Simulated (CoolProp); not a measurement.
The numbers come from the reference Helmholtz-energy equation of state, Setzmann 1991 in CoolProp.

Q: Give the vapour pressure (MPa), surface tension (mN/m), liquid viscosity (µPa s) of saturated methane at -155.95, -148.85 °C.

A: 
```
T (°C)   p (MPa)  surface tension (mN/m)  liquid viscosity (µPa s)
-------  -------  ----------------------  ------------------------
-155.95    0.156                    11.8                       104
-148.85    0.257                    10.5                      90.3
```

Viscosity comes from a separate model (Quiñones-Cisneros 2006). Surface tension comes from a separate correlation (Mulero 2012).
